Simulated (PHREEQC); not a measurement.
Nickel, zinc or cadmium bath

Make-up at 25 °C: 0.14 mol CdSO4 and 0.21 mol H2SO4 per kg of water. Closed to the air; pH follows from the charge balance.

All values are PHREEQC results (ion-association model, phreeqc.dat), not measurements.

* **pH**: 0.79
* **ionic strength**: 0.484 mol/kgw
* **activity of water**: 0.990
* **density**: 1.036 g/cm³
* **total alkalinity**: -420 meq/kg

```json
[
 {"species": "HSO4-", "molality": "0.210", "activity": "0.154", "log γ": "-0.135"},
 {"species": "H+", "molality": "0.210", "activity": "0.161", "log γ": "-0.116"},
 {"species": "Cd+2", "molality": "0.0686", "activity": "0.0198", "log γ": "-0.541"},
 {"species": "CdSO4", "molality": "0.0503", "activity": "0.0562", "log γ": "0.048"},
 {"species": "SO4-2", "molality": "0.0474", "activity": "0.00986", "log γ": "-0.682"},
 {"species": "Cd(SO4)2-2", "molality": "0.0211", "activity": "0.00607", "log γ": "-0.541"}
]
```

This is a speciation only: nothing precipitates in the calculation.
